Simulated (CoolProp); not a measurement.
The numbers come from the reference Helmholtz-energy equation of state, Lemmon 2006 in CoolProp. It is a short technical equation, of lower accuracy than the large ones.

**Question.** Give the vapour pressure (MPa), liquid density (kg/m³), vapour density (kg/m³), liquid cp (kJ/(kg K)) of saturated C2F6 (R116) at -37.45, -17.85 °C.

**Answer.** 
```
T (°C)  p (MPa)  liquid density (kg/m³)  vapour density (kg/m³)  liquid cp (kJ/(kg K))
------  -------  ----------------------  ----------------------  ---------------------
-37.45    0.592                    1400                    49.4                   1.08
-17.85     1.12                    1280                    96.5                   1.20
```
